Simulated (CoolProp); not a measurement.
A simple Rankine cycle with CH2F2 (R32): condensing at 291.15 K, boiler at 4.51 MPa, turbine inlet 341.5 K, turbine efficiency 0.7, pump efficiency 0.8, no recuperator. Each further row changes one setting.

Computed with CoolProp (reference Helmholtz-energy equation of state, Tillner-Roth 1997).

```csv
case,thermal efficiency (%),net work (kJ/kg),heat in (kJ/kg),turbine exit temperature (K),volume ratio over the turbine
as stated,7.7,…,260,291.1,3.50
turbine inlet 361.5 K,8.4,25.8,309,291.1,3.00
condensing temperature 283.15 K,…,…,…,283.1,4.41
boiler pressure 3.16 MPa,…,19.1,307,293.7,2.13
turbine efficiency 0.6,…,16.6,260,291.1,3.54
```

Q: Fill in the missing entries.

A: 
- as stated, net work (kJ/kg): 20.1
- condensing temperature 283.15 K, thermal efficiency (%): 9.0
- condensing temperature 283.15 K, net work (kJ/kg): 24.6
- condensing temperature 283.15 K, heat in (kJ/kg): 274
- boiler pressure 3.16 MPa, thermal efficiency (%): 6.2
- turbine efficiency 0.6, thermal efficiency (%): 6.4

The expansion ends wet for: as stated; turbine inlet 361.5 K; condensing temperature 283.15 K; turbine efficiency 0.6.
